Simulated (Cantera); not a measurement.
A closed system holds: 1 mol SiCl4, 4.4 mol H2O, 0.42 mol H2, equilibrated at 10.0 mbar.

Method: chemical equilibrium by Gibbs-energy minimisation in Cantera with the NASA 1993 tables (ideal gas, pure condensed phases). Candidate condensed phases: H2O, Si, SiO2; 30 gas species. The tables hold silica as quartz up to 1696 K and as liquid above; real silica turns to tridymite and cristobalite and melts near 1996 K. The numbers say what is thermodynamically allowed, not how fast it happens. All values below are at 1173 K.

Base state: HCl 0.587, H2O 0.352, H2 0.0616 (mole fractions); condensed: SiO2(β-quartz).

What changes in the equilibrium state with this change: SiCl4 replaced by SiF4?


| species | before | after |
|---|---|---|
| HF | 0 | 0.569 |
| H2O | 0.352 | 0.364 |
| H2 | 0.0616 | 0.0619 |
| HCl | 0.587 | 0 |
| SiF4 | 0 | 0.00526 |
| SiO2(β-quartz), mol | 1.00 | 0.964 |
